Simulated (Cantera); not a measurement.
Feed: 1 mol Fe3O4, 61 mol H2, at 1325 K and 1.10 bar.

Equilibrium computed with Cantera from the NASA thermochemical tables; the gas is ideal and each condensed phase is pure. Candidate condensed phases: Fe, FeO, Fe(OH)2, Fe(OH)3, Fe2O3, Fe3O4, H2O; 12 gas species. Rates play no part.

Base state: H2 0.934, H2O 0.0656 (mole fractions); condensed: Fe(γ).

Task: What changes in the equilibrium state with this change: Fe3O4 replaced by Cu2O?

Result: 
```tsv
species	before	after
H2	0.934	0.984
H2O	0.0656	0.0164
Fe(γ), mol	3.00	0
Cu(s), mol	0	2.00
```
Further candidate phases: Cu, CuO, Cu(OH)2, Cu2O.
